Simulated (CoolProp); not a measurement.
Vapour-liquid equilibrium of n-butane (1) + acetone (2) at 6.93 bar; x and y are mole fractions of (1).

The numbers come from the multi-fluid Helmholtz-energy mixture model, Bücker 2006 and Lemmon 2006; pair parameters Bell 2016 in CoolProp.

```tsv
x	bubble temperature (K)	y at the bubble point	dew temperature at overall composition x (K)	liquid density (mol/L)
0.05	386.2	0.260	396.9	11.38
0.125	371.0	0.508	393.2	11.36
0.2	360.6	0.642	389.4	11.24
0.275	353.9	0.716	385.4	11.05
0.35	349.5	0.761	381.2	10.81
0.425	346.5	0.790	376.6	10.56
0.5	344.4	0.811	371.6	10.31
0.575	342.8	0.829	366.1	10.06
0.65	341.5	0.847	359.9	9.829
0.725	340.2	0.866	353.0	9.616
0.8	339.0	0.889	345.5	9.425
0.875	337.9	0.919	339.7	9.258
0.95	337.0	0.961	337.2	9.112
```

No azeotrope shows between x = 0.05 and 0.95.

The pair parameters rest on a limited set of measurements; away from them the model extrapolates. With so large a gap from Raoult's law the liquid may split in two, which this calculation doesn't test in full.
